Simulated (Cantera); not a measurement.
Cantera run, input and output.

```python
import numpy as np
import cantera as ct

surf = ct.Interface("diamond.yaml", "diamond_100")
gas, bulk = surf.adjacent["gas"], surf.adjacent["diamond"]
k = surf.kinetics_species_index(bulk.species_names[0])
cover = ["c6HH", "c6H*", "c6*H", "c6**", "c6HM", "c6B"]

rows, drift = [], 0.0
print(f"{'xCH3':>10s}{'um/h':>11s}" + "".join(f"{s:>11s}" for s in cover))
for v in [1e-06, 2.5e-06, 6.3e-06, 1.6e-05, 4e-05, 0.0001, 0.00025, 0.00064, 0.0016]:
    T, P, xH, xCH3 = 923, 3400, 0.0062, v
    gas.TPX = T, P, {"H": xH, "CH3": xCH3, "CH4": 0.007, "H2": 1 - xH - xCH3 - 0.007}
    surf.TP = bulk.TP = T, P
    surf.coverages = "c6H*:0.1, c6HH:0.9"
    surf.advance_coverages(100.0)
    before = surf.coverages
    surf.advance_coverages(100.0)
    drift = max(drift, np.max(np.abs(surf.coverages - before) / (surf.coverages + 1e-9)))
    rate = surf.net_production_rates[k] * bulk.mean_molecular_weight / bulk.density * 3.6e9
    rows.append([rate, *surf[cover].coverages])
    print(f"{v:10.4g}{rate:11.4e}" + "".join(f"{x:11.3e}" for x in rows[-1][1:]))
```

Output:

```
      xCH3       um/h       c6HH       c6H*       c6*H       c6**       c6HM        c6B
     1e-06 1.2145e-02  6.695e-01  1.212e-02  3.129e-01  5.366e-03  1.222e-04  3.296e-11
   2.5e-06 3.0356e-02  6.693e-01  1.212e-02  3.128e-01  5.364e-03  3.053e-04  8.237e-11
   6.3e-06 7.6447e-02  6.690e-01  1.211e-02  3.126e-01  5.360e-03  7.690e-04  2.074e-10
   1.6e-05 1.9383e-01  6.680e-01  1.209e-02  3.121e-01  5.350e-03  1.950e-03  5.260e-10
     4e-05 4.8262e-01  6.655e-01  1.205e-02  3.109e-01  5.325e-03  4.855e-03  1.310e-09
    0.0001 1.1945e+00  6.595e-01  1.193e-02  3.081e-01  5.262e-03  1.202e-02  3.241e-09
   0.00025 2.9132e+00  6.449e-01  1.166e-02  3.011e-01  5.113e-03  2.931e-02  7.905e-09
   0.00064 7.0129e+00  6.101e-01  1.102e-02  2.844e-01  4.756e-03  7.056e-02  1.903e-08
    0.0016 1.5291e+01  5.399e-01  9.716e-03  2.508e-01  4.043e-03  1.539e-01  4.149e-08
```

Computed with Cantera and the Harris–Goodwin 1993 mechanism for the reconstructed diamond (100) surface.
